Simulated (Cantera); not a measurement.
A Cantera script and its output.

```python
import numpy as np
import cantera as ct

gas = ct.Solution("gri30.yaml")
gas.TPX = 1948, 140000, {'CH4': 1, 'H2': 70}
reactor = ct.IdealGasConstPressureReactor(gas, energy="off", clone=False)
net = ct.ReactorNet([reactor])
net.rtol, net.atol = 1e-08, 1e-18
show = ['CH4', 'H2', 'C2H4', 'CH2', 'H', 'C2H6']
times = np.geomspace(2e-06, 7, 13)

steps = ct.SolutionArray(gas, extra=["t"])
rows = []
print(f"{'t/s':>10s}{'T/K':>9s}{'P/Pa':>11s}" + "".join(f"{s:>11s}" for s in show))
for t in times:
    while net.time < t:
        t_next = net.step()
        steps.append(gas.state, t=t_next)
    rows.append([np.interp(t, steps.t, y) for y in (steps.T, steps.P, *steps(*show).X.T)])
    print(f"{t:10.3e}{rows[-1][0]:9.1f}{rows[-1][1]:11.4g}" + "".join(f"{x:11.3e}" for x in rows[-1][2:]))
rate = np.gradient(steps.T, steps.t)
print("integrator steps:", len(steps.t))
if steps.T.max() > steps.T[0] + 200:
    print(f"time of steepest temperature rise: {steps.t[rate.argmax()]:.4e} s")
gas.TPX = 1948, 140000, {'CH4': 1, 'H2': 70}
gas.equilibrate("TP")
print(f"equilibrium (TP): T = {gas.T:.1f} K  " + "  ".join(f"{s} {gas[s].X[0]:.3e}" for s in show))
```

Output:

```
       t/s      T/K       P/Pa        CH4         H2       C2H4        CH2          H       C2H6
 2.000e-06   1948.0    1.4e+05  1.408e-02  9.859e-01  2.530e-10  2.307e-10  2.492e-05  4.304e-10
 7.021e-06   1948.0    1.4e+05  1.406e-02  9.858e-01  9.816e-09  2.881e-09  8.961e-05  1.145e-08
 2.464e-05   1948.0    1.4e+05  1.399e-02  9.856e-01  4.107e-07  3.305e-08  3.060e-04  2.065e-07
 8.651e-05   1948.0    1.4e+05  1.383e-02  9.852e-01  8.665e-06  2.082e-07  7.806e-04  1.181e-06
 3.037e-04   1948.0    1.4e+05  1.355e-02  9.851e-01  1.840e-05  2.948e-07  9.415e-04  1.534e-06
 1.066e-03   1948.0    1.4e+05  1.274e-02  9.855e-01  2.148e-05  2.785e-07  9.430e-04  1.360e-06
 3.742e-03   1948.0    1.4e+05  1.054e-02  9.867e-01  3.035e-05  2.328e-07  9.457e-04  9.384e-07
 1.313e-02   1948.0    1.4e+05  6.629e-03  9.887e-01  4.833e-05  1.493e-07  9.507e-04  3.844e-07
 4.610e-02   1948.0    1.4e+05  3.246e-03  9.904e-01  6.621e-05  7.465e-08  9.557e-04  1.097e-07
 1.618e-01   1948.0    1.4e+05  2.225e-03  9.910e-01  7.203e-05  5.161e-08  9.576e-04  6.435e-08
 5.681e-01   1948.0    1.4e+05  2.198e-03  9.910e-01  7.219e-05  5.100e-08  9.577e-04  6.339e-08
 1.994e+00   1948.0    1.4e+05  2.198e-03  9.910e-01  7.219e-05  5.100e-08  9.577e-04  6.339e-08
 7.000e+00   1948.0    1.4e+05  2.198e-03  9.910e-01  7.219e-05  5.100e-08  9.577e-04  6.339e-08
integrator steps: 747
equilibrium (TP): T = 1948.0 K  CH4 2.198e-03  H2 9.910e-01  C2H4 7.219e-05  CH2 5.100e-08  H 9.577e-04  C2H6 6.339e-08
```

Detailed kinetics in Cantera: GRI-Mech 3.0 (53 species, 325 reactions). GRI-Mech 3.0 stops at C3 and has no aromatics, soot or wall deposition, so with more carbon than oxygen in the feed, carbon stays in small species such as C2H2 where larger ones or solid carbon would form.
